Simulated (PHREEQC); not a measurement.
Solution (3.4 °C): 0.64 mmol/kgw Ca(HCO3)2, 3.7 mmol/kgw Na2SO4 and 54 mmol/kgw MgSO4. Closed to the air; pH follows from the charge balance.

Equilibrium calculation in PHREEQC: ion-association model, phreeqc.dat.

Task: The ionic strength comes out as 0.147 mol/kgw. What activity coefficients do CO3-2, NaSO4-, Mg+2, Na+, Ca+2 get?

Result: CO3-2 0.35, NaSO4- 0.77, Mg+2 0.38, Na+ 0.77, Ca+2 0.36.

Precipitation was switched off in this run. At this temperature some constants are extrapolated from 25 °C, and those without enthalpy data are left unchanged.
